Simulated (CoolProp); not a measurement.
A closed Brayton cycle with nitrogen: compressor inlet 321.15 K and 4.2 MPa, high pressure 11.7 MPa, turbine inlet 675 K, compressor efficiency 0.89, turbine efficiency 0.85, recuperator effectiveness 0.9 (on enthalpy, no pinch check). Each further row changes one setting.

The numbers come from the reference Helmholtz-energy equation of state, Span 2000 in CoolProp.

```
case                           thermal efficiency (%)  net work (kJ/kg)  compressor to turbine work  compressor exit (K)  turbine exit (K)
-----------------------------  ----------------------  ----------------  --------------------------  -------------------  ----------------
as stated                                        15.3              26.1                        0.83                445.4             532.9
turbine inlet 625 K                               9.3              14.2                        0.90                445.4             492.2
compressor inlet 331.15 K                        13.0              21.8                        0.86                459.1             532.9
high pressure 9.94 MPa                           18.1              27.6                        0.79                423.2             553.2
recuperator effectiveness 0.5                    12.6              26.1                        0.83                445.4             532.9
```
